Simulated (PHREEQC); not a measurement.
Hard or scaling water: speciation

Dissolve 0.61 mol SrCl2 and 3.1e-05 mol CO2 per kg of water at 25 °C. Closed to the air; pH follows from the charge balance.

The numbers come from PHREEQC with the ion-association model, wateq4f.dat.

Precipitation was switched off in this run.

Task: Estimate the pH.

Result: pH 5.14.

Task: In which forms is C present?

Result: CO2 68 %, SrHCO3+ 23 %, HCO3- 9.7 % of the C.

The ionic strength is past about 0.7 mol/kgw, beyond the range of this activity model, so the values are rough.
